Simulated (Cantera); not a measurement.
Standard-state values (1 bar) from the NASA 1993 polynomials, evaluated with Cantera. Values are per mole of reaction as written; species without (g) are pure solids or liquids, kept so even where they would boil at 1 bar.

4 PH3(g) ⇌ 12 H(g) + P4(g)

```csv
T (K),ΔH° (kJ),ΔS° (J/K),ΔG° (kJ),log10 K
300,2653.5,816.5,2408.6,-419.36
625,___,___,___,___
650,___,___,___,___
675,2706.6,934.4,2075.9,-160.64
700,___,___,___,___
725,___,___,___,___
```

Task: Fill in the missing entries.

Result: 
- 625, ΔH° (kJ): 2700.8
- 625, ΔS° (J/K): 925.4
- 625, ΔG° (kJ): 2122.4
- 625, log10 K: -177.38
- 650, ΔH° (kJ): 2703.7
- 650, ΔS° (J/K): 930.0
- 650, ΔG° (kJ): 2099.2
- 650, log10 K: -168.69
- 700, ΔH° (kJ): 2709.4
- 700, ΔS° (J/K): 938.4
- 700, ΔG° (kJ): 2052.5
- 700, log10 K: -153.16
- 725, ΔH° (kJ): 2712.1
- 725, ΔS° (J/K): 942.2
- 725, ΔG° (kJ): 2029.0
- 725, log10 K: -146.18
